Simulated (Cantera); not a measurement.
Cantera with NASA thermochemical tables; ideal gases at 1 bar, condensed phases pure. Values are per mole of reaction as written; species without (g) are pure solids or liquids, kept so even where they would boil at 1 bar.

Problem. Between 1023 and 1423 K, where is each reaction favourable under standard conditions?
- Cu(OH)₂ ⇌ 2 O(g) + Cu + 2 H(g)

Solution. 
- Cu(OH)₂ ⇌ 2 O(g) + Cu + 2 H(g): ΔG° is 894 kJ at 1023 K and 701 kJ at 1423 K; it stays positive (K < 1). ΔH° is 1396 kJ and ΔS° 488 J/K at 1423 K.
